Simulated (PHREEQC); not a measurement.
**Nickel, zinc or cadmium bath: speciation**

A solution holds 4.4 mmol/kgw ZnCl2, 0.48 mmol/kgw NaOH and 1 mmol/kgw H2SO4, at 35 °C. Closed to the air; pH follows from the charge balance.

Equilibrium calculation in PHREEQC: ion-association model, phreeqc.dat.

```json
{
  "pH": "2.89",
  "ionic_strength": "0.0148 mol/kgw",
  "specific_conductance": "1930 µS/cm",
  "total_alkalinity": "-1.52 meq/kg"
}
```

```
species  molality  activity   log γ
-------  --------  --------  ------
Cl-       0.00871   0.00767  -0.055
Zn+2      0.00405   0.00249  -0.211
H+        0.00145   0.00130  -0.046
SO4-2    0.000666  0.000409  -0.211
Na+      0.000479  0.000424  -0.053
ZnSO4    0.000257  0.000258   0.001
```

Precipitation was switched off in this run. Species that the database lacks are ignored.
